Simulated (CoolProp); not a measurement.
The fluid at 293.15 K and 0.236 MPa flows at 5.8 m/s in a round tube of 1 mm bore and 15 µm roughness, fully developed (64/Re and Nu = 3.66 if laminar; Colebrook and Gnielinski if turbulent). The same conditions are run with several fluids, on thermodynamics alone (safety and materials aside).

Model: reference Helmholtz-energy equation of state of each fluid (sulfur hexafluoride: Guder 2009; R407C: Lemmon 2003; R13: Platzer 1990), in CoolProp. The equations of Platzer and Polt are older, rougher fits. Blends and air are pseudo-pure fits.

| fluid | Reynolds number | Darcy friction factor | pressure drop (Pa/m) | heat-transfer coefficient (W/(m² K)) | mass flow (kg/h) |
|---|---|---|---|---|---|
| sulfur hexafluoride | ? | ? | 12400 | ? | 0.239 |
| R407C | 4190 | 0.0528 | ? | 255 | 0.143 |
| R13 | 4250 | 0.0527 | ? | 237 | 0.170 |

Q: Complete the blanks.

A: 
- sulfur hexafluoride, Reynolds number: 5620
- sulfur hexafluoride, Darcy friction factor: 0.0508
- sulfur hexafluoride, heat-transfer coefficient (W/(m² K)): 344
- R407C, pressure drop (Pa/m): 7720
- R13, pressure drop (Pa/m): 9170

Transport values come from each fluid's own correlations; those of R13 are estimates that may be off by 10 % or more.
